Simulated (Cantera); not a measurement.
Feed: 1 mol MgO, 0.93 mol C, 13 mol H2, 0.65 mol CO, held at 0.170 bar.

Method: chemical equilibrium by Gibbs-energy minimisation in Cantera with the NASA 1993 tables (ideal gas, pure condensed phases). Candidate condensed phases: C, C6H6, C7H8, C8H18, H2O, Mg, MgCO3, MgO, Mg(OH)2; 116 gas species. The tables' values for MgH are old estimates; treat these amounts as uncertain. The numbers say what is thermodynamically allowed, not how fast it happens.

x: gas mole fraction; n: condensed amount in mol.

```json
[
 {"T (K)": "1950", "x H2": "0.835", "x CO": "0.102", "x Mg": "0.0601", "x H": "0.00254", "x H2O": "0.000596", "n MgO(s)": "0.0603"},
 {"T (K)": "2000", "x H2": "0.833", "x CO": "0.102", "x Mg": "0.0607", "x H": "…", "x H2O": "…", "n MgO(s)": "…"},
 {"T (K)": "2050", "x H2": "0.829", "x CO": "0.101", "x Mg": "0.0618", "x H": "0.00501", "x H2O": "0.00241", "n MgO(s)": "0.0308"},
 {"T (K)": "2100", "x H2": "0.824", "x CO": "0.101", "x Mg": "0.0635", "x H": "…", "x H2O": "0.00430", "n MgO(s)": "0"},
 {"T (K)": "2150", "x H2": "0.822", "x CO": "0.101", "x Mg": "0.0634", "x H": "0.00927", "x H2O": "0.00430", "n MgO(s)": "0"},
 {"T (K)": "2200", "x H2": "0.819", "x CO": "0.101", "x Mg": "0.0633", "x H": "0.0124", "x H2O": "0.00430", "n MgO(s)": "0"},
 {"T (K)": "2250", "x H2": "0.815", "x CO": "0.101", "x Mg": "0.0632", "x H": "0.0163", "x H2O": "0.00429", "n MgO(s)": "0"},
 {"T (K)": "2300", "x H2": "0.811", "x CO": "0.100", "x Mg": "0.0630", "x H": "0.0211", "x H2O": "0.00428", "n MgO(s)": "0"},
 {"T (K)": "2350", "x H2": "0.805", "x CO": "0.1000", "x Mg": "0.0628", "x H": "0.0271", "x H2O": "0.00427", "n MgO(s)": "0"},
 {"T (K)": "2400", "x H2": "0.798", "x CO": "0.0996", "x Mg": "0.0626", "x H": "0.0345", "x H2O": "0.00425", "n MgO(s)": "0"},
 {"T (K)": "2450", "x H2": "0.790", "x CO": "0.0992", "x Mg": "0.0623", "x H": "0.0433", "x H2O": "0.00422", "n MgO(s)": "0"},
 {"T (K)": "2500", "x H2": "0.781", "x CO": "0.0986", "x Mg": "0.0620", "x H": "0.0539", "x H2O": "0.00418", "n MgO(s)": "0"}
]
```

**Question.** Fill in the missing entries.

**Answer.** 
- 2100, x H: 0.00686
- 2000, x H: 0.00360
- 2000, x H2O: 0.00123
- 2000, n MgO(s): 0.0501
